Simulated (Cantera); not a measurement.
Cantera run, input and output.

```python
import numpy as np
import cantera as ct

gas = ct.Solution("gri30.yaml")


def delay(T, t_max=10):
    gas.TPX = T, 130000, {'CH4': 1, 'O2': 2.15, 'N2': 8.09, 'C2H6': 0.12}
    reactor = ct.IdealGasConstPressureReactor(gas, clone=False)
    net = ct.ReactorNet([reactor])
    net.rtol, net.atol = 1e-8, 1e-16
    while net.time < t_max:
        t_old, T_old = net.time, reactor.T
        net.step()
        if reactor.T > T + 400:  # ignition: a rise of 400 K
            return t_old + (T + 400 - T_old) / (reactor.T - T_old) * (net.time - t_old)
    return np.nan


taus = []
for T in [1175, 1250, 1325, 1400, 1475, 1550]:
    taus.append(delay(T))
    print(f"T0 = {T:6g} K   tau = {taus[-1]:.4e} s")
```

It prints:

```
T0 =   1175 K   tau = 5.3439e-03 s
T0 =   1250 K   tau = 2.2671e-03 s
T0 =   1325 K   tau = 1.0525e-03 s
T0 =   1400 K   tau = 5.1240e-04 s
T0 =   1475 K   tau = 2.5955e-04 s
T0 =   1550 K   tau = 1.3825e-04 s
```

Detailed kinetics in Cantera: GRI-Mech 3.0 (53 species, 325 reactions).
